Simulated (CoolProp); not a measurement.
A single-stage vapour-compression cycle with R11: evaporating at 298.15 K (dew point), condensing at 364.15 K (bubble point), superheat 8 K, subcooling 2 K, compressor efficiency 0.65, no pressure losses. Each further row changes one setting.

The numbers come from the reference Helmholtz-energy equation of state, Jacobsen 1992 in CoolProp.

| case | cooling COP | pressure ratio | discharge temperature (K) | refrigerating effect (kJ/kg) | volumetric capacity (kJ/m³) |
|---|---|---|---|---|---|
| as stated | 2.33 | 6.38 | 403.2 | 127 | 751 |
| evaporating temperature 303.15 K | 2.61 | … | 399.8 | 129 | 900 |
| condensing temperature 359.15 K | … | … | … | 132 | 780 |
| subcooling 7 K | … | 6.38 | 403.2 | 132 | 780 |
| superheat 18 K | 2.35 | 6.38 | 415.1 | … | 759 |
| compressor efficiency 0.55 | 1.97 | 6.38 | 417.6 | 127 | 751 |

Question: Fill in the missing entries.

Answer: 
- evaporating temperature 303.15 K, pressure ratio: 5.37
- condensing temperature 359.15 K, cooling COP: 2.58
- condensing temperature 359.15 K, pressure ratio: 5.69
- condensing temperature 359.15 K, discharge temperature (K): 396.8
- subcooling 7 K, cooling COP: 2.41
- superheat 18 K, refrigerating effect (kJ/kg): 133
